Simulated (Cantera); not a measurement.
**Transport properties of process gases**

Gas mixture: 14.9 % C₃H₈, 85.1 % H₂, at 5550 Torr, frozen composition.

Cantera's kinetic-theory transport with the Lennard-Jones parameters of GRI-Mech 3.0, ideal gas; thermal conductivity in the multicomponent form. The composition is frozen, though it would react at the higher temperatures.

| T (K) | ρ (kg/m³) | cp (J/kg/K) | μ (µPa s) | λ (mW/m/K) | Pr | D (cm²/s) H₂O | D (cm²/s) CO₂ | D (cm²/s) N₂ |
|---|---|---|---|---|---|---|---|---|
| 400 | 1.85 | 4695 | 12.5 | 153 | 0.382 | 0.104 | 0.0745 | 0.0950 |
| 600 | 1.23 | 5314 | 17.0 | 211 | 0.428 | 0.221 | 0.154 | 0.191 |
| 800 | 0.923 | 5823 | 21.0 | 268 | 0.456 | 0.372 | 0.254 | 0.311 |
| 1000 | 0.738 | 6234 | 24.5 | 323 | 0.473 | 0.551 | 0.372 | 0.453 |
| 1200 | 0.615 | 6564 | 27.8 | 379 | 0.481 | 0.757 | 0.507 | 0.614 |
| 1400 | 0.527 | 6854 | 30.8 | 434 | 0.486 | 0.986 | 0.657 | 0.794 |
| 1600 | 0.462 | 7108 | 33.6 | 489 | 0.489 | 1.24 | 0.822 | 0.991 |
D: mixture-averaged diffusion coefficient of that species in the mixture.
